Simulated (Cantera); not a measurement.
**Silicon oxide and oxynitride deposition: SiH2Cl2 + H2O**

A closed system holds: 1 mol SiH2Cl2, 7 mol H2O, at 100 Torr.

These are equilibrium values from Cantera (NASA tables, ideal gas, pure condensed phases), not measurements of a reactor. Candidate condensed phases: H2O, Si, SiO2; 30 gas species. The tables hold silica as quartz up to 1696 K and as liquid above; real silica turns to tridymite and cristobalite and melts near 1996 K. Gases not in the tables: Si(OH)4. Kinetics and transport are ignored.

```tsv
T (K)	x H2O	x HCl	x H2	x H	x Cl	x OH	x SiO	n SiO2(α-quartz)	n SiO2(β-quartz)	n SiO2(condensed)	n SiO2(l)
750	0.556	0.222	0.222	<1e-12	<1e-12	<1e-12	<1e-12	1.00	0	0	0
900	0.556	0.222	0.222	1.51e-10	1.47e-10	<1e-12	<1e-12	0	1.00	0	0
1050	0.556	0.222	0.222	1.05e-8	9.55e-9	8.36e-11	<1e-12	0	1.00	0	0
1200	0.556	0.222	0.222	2.55e-7	2.21e-7	5.09e-9	<1e-12	0	1.00	0	0
1350	0.556	0.222	0.222	3.08e-6	2.56e-6	1.25e-7	4.08e-11	0	1.00	0	0
1500	0.556	0.222	0.222	2.27e-5	1.83e-5	1.62e-6	5.14e-9	0	1.00	0	0
1650	0.555	0.222	0.222	0.000117	9.19e-5	1.32e-5	2.62e-7	0	1.000	0	0
1800	0.555	0.222	0.222	0.000462	0.000353	7.63e-5	6.58e-6	0	0	1.000	0
1950	0.554	0.221	0.222	0.00148	0.00110	0.000336	9.69e-5	0	0	0.999	0
2100	0.552	0.218	0.220	0.00400	0.00292	0.00120	0.000949	0	0	0	0.991
```
x: gas mole fraction; n: condensed amount in mol.

At 750 K the condensed part is SiO2(α-quartz). From 900 K to 1650 K the condensed part is SiO2(β-quartz). From 1800 K to 1950 K the condensed part is SiO2(condensed). At 2100 K the condensed part is SiO2(l).
